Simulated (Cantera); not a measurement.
Input: 1 mol V2O5, 9.8 mol H2, 0.095 mol N2, held at 13.3 mbar.

These are equilibrium values from Cantera (NASA tables, ideal gas, pure condensed phases), not measurements of a reactor. Candidate condensed phases: H2O, V, VN, VO, V2O3, V2O4, V2O5; 28 gas species. Condensed phases not in the tables: the oxides between V2O3 and V2O5 other than VO2. Kinetics and transport are ignored.

Q: At 1727 °C, list the 4 most abundant gas species with their mole fractions, and the condensed phases.

A: H2 0.776, H2O 0.198, H 0.0124, N2 0.00951. Condensed: V2O3(s).
